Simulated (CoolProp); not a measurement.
R236EA at 298.15 K and 0.123 MPa flows at 0.37 m/s in a round tube of 2 mm bore and 45 µm roughness, fully developed (64/Re and Nu = 3.66 if laminar; Colebrook and Gnielinski if turbulent). Each further row changes one setting.

Model: reference Helmholtz-energy equation of state, Rui 2013, in CoolProp.

| case | Reynolds number | Darcy friction factor | pressure drop (Pa/m) | heat-transfer coefficient (W/(m² K)) | mass flow (kg/h) |
|---|---|---|---|---|---|
| as stated | 536 | 0.119 | 32.2 | 26.4 | 0.0329 |
| velocity 0.74 m/s | 1070 | 0.0597 | 64.4 | 26.4 | 0.0659 |
| diameter 4 mm | 1070 | 0.0597 | 8.05 | 13.2 | 0.132 |

Viscosity comes from a separate model (Huber 2003), an estimate that may be off by 10 % or more. Thermal conductivity comes from a separate model (Huber 2003), an estimate that may be off by 10 % or more.
